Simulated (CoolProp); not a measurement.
A simple Rankine cycle with water: condensing at 305.15 K, boiler at 0.619 MPa, turbine inlet 438.2 K, turbine efficiency 0.6, pump efficiency 0.6, no recuperator. Each further row changes one setting.

Model: reference Helmholtz-energy equation of state, Wagner 2002, in CoolProp.

```csv
case,thermal efficiency (%),net work (kJ/kg),heat in (kJ/kg),turbine exit temperature (K),volume ratio over the turbine
as stated,16.1,425,2630,305.1,86.5
turbine inlet 458.2 K,16.2,433,2680,305.1,83.3
condensing temperature 297.15 K,17.1,455,2670,297.1,134
boiler pressure 0.433 MPa,15.0,398,2650,305.1,60.7
turbine efficiency 0.5,13.4,354,2630,305.1,89.3
```

The expansion ends wet for: as stated; turbine inlet 458.2 K; condensing temperature 297.15 K; boiler pressure 0.433 MPa; turbine efficiency 0.5.
